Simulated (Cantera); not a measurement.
# Hydrocarbon pyrolysis for carbon deposition

A perfectly stirred reactor is fed with 2.38 % CH4, 97.6 % N2, at 1.01 bar; it is held at 1823 K, and followed from long to short residence time.

Computed with Cantera and GRI-Mech 3.0 (53 species, 325 reactions). GRI-Mech 3.0 stops at C3 and has no aromatics, soot or wall deposition, so with more carbon than oxygen in the feed, carbon stays in small species such as C2H2 where larger ones or solid carbon would form.

```
τ (s)      x CH4      x H    x C2H4    x H2     x HCN
------  --------  -------  --------  ------  --------
3.1     0.000502  7.86e-5   8.53e-6  0.0341  0.000174
1.5     0.000722  7.75e-5   9.26e-6  0.0337  0.000117
0.68     0.00107  7.59e-5   1.10e-5  0.0332   7.42e-5
0.32     0.00157  7.38e-5   1.48e-5  0.0325   4.73e-5
0.15     0.00229  7.08e-5   2.31e-5  0.0314   2.97e-5
0.069    0.00335  6.67e-5   4.13e-5  0.0297   1.82e-5
0.032    0.00485  6.13e-5   7.90e-5  0.0275   1.08e-5
0.015    0.00685  5.45e-5  0.000153  0.0244   6.16e-6
0.0070   0.00944  4.63e-5  0.000290  0.0203   3.23e-6
```
x: mole fraction; the columns are a selection and need not sum to one.
